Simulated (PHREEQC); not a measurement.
# Polishing slurry liquid: an equilibrium model

Make-up at 5 °C: 5.1 mmol/kgw K2CO3 and 0.051 mmol/kgw H3BO3. Closed to the air; pH follows from the charge balance.

Equilibrium calculation in PHREEQC: ion-association model, phreeqc.dat.

Each row changes one thing in this solution. Precipitation was switched off in this run.

| case | pH | ionic strength (mol/kgw) | H3BO3 (mol/kgw) |
|---|---|---|---|
| as made | 11.35 | 0.0148 | 5.14e-7 |
| temperature from 5 to 65 °C | 10.15 | 0.0132 | 2.76e-6 |
| K2CO3 left out | 6.83 | 1.47e-7 | 5.09e-5 |
| 0.00058 mol/kgw HBr added | 11.09 | 0.0144 | 9.38e-7 |
| K2CO3 from 0.0051 to 0.0102 mol/kgw | 11.48 | 0.0299 | 3.65e-7 |
| K2CO3 from 0.0051 to 0.0255 mol/kgw | 11.64 | 0.0754 | 2.38e-7 |
| 9.3e-05 mol/kgw LiOH added | 11.39 | 0.0149 | 4.66e-7 |
| K2CO3 from 0.0051 to 0.00459 mol/kgw | 11.33 | 0.0133 | 5.42e-7 |

Complexes and solids missing from the database can't appear. At this temperature some constants are extrapolated from 25 °C, and those without enthalpy data are left unchanged.
